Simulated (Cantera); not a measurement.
A diamond (100) surface in a fixed gas of H2 with x(CH4) = 0.0088, x(CH3) = 0.00036, at 1175 K, 0.0270 bar; coverages are run to steady state.

Model: the Harris–Goodwin 1993 mechanism for the reconstructed diamond (100) surface, integrated in Cantera.

θ: site fractions in the mechanism's names (c6HH fully hydrogenated, c6H* and c6*H radical sites, c6** diradical, c6HM methylated).

```csv
x(H),growth (µm/h),θ c6HH,θ c6H*,θ c6*H,θ c6**,θ c6HM
0.0001,0.118,0.605,0.0262,0.353,0.00443,…
0.00021,0.264,0.538,0.0305,0.410,0.00865,…
0.00043,0.493,0.498,0.0329,0.443,0.0138,…
0.0009,0.857,0.474,0.0342,0.461,0.0189,0.00532
0.0019,1.45,0.462,0.0349,0.470,0.0227,0.00541
0.0039,2.36,0.456,0.0353,0.474,0.0250,0.00506
0.008,3.70,0.454,0.0355,0.477,0.0263,…
0.017,5.44,0.453,0.0357,0.479,0.0271,…
0.035,7.05,0.453,0.0359,0.480,0.0275,…
```

**Question.** What belongs in the gaps?

**Answer.** 
- 0.0001, θ c6HM: 0.00331
- 0.00021, θ c6HM: 0.00416
- 0.00043, θ c6HM: 0.00485
- 0.008, θ c6HM: 0.00427
- 0.017, θ c6HM: 0.00312
- 0.035, θ c6HM: 0.00202
